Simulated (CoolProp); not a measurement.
A closed Brayton cycle with carbon dioxide: compressor inlet 329.15 K and 7.9 MPa, high pressure 19.1 MPa, turbine inlet 735 K, compressor efficiency 0.89, turbine efficiency 0.93, recuperator effectiveness 0 (on enthalpy, no pinch check). Each further row changes one setting.

The numbers come from the reference Helmholtz-energy equation of state, Span 1996 in CoolProp.

| case | thermal efficiency (%) | net work (kJ/kg) | compressor to turbine work | compressor exit (K) | turbine exit (K) |
|---|---|---|---|---|---|
| as stated | 13.9 | 59.7 | 0.43 | 405.6 | 633.4 |
| turbine inlet 685 K | 13.9 | 51.2 | 0.47 | 405.6 | 587.3 |
| compressor inlet 339.15 K | 13.5 | [?] | [?] | 419.3 | 633.4 |
| high pressure 16.2 MPa | 11.5 | 51.1 | 0.41 | [?] | 652.0 |
| recuperator effectiveness 0.5 | 19.9 | 59.7 | 0.43 | 405.6 | 633.4 |

Problem. Complete the blanks.

Solution. 
- compressor inlet 339.15 K, net work (kJ/kg): 55.0
- compressor inlet 339.15 K, compressor to turbine work: 0.48
- high pressure 16.2 MPa, compressor exit (K): 390.9
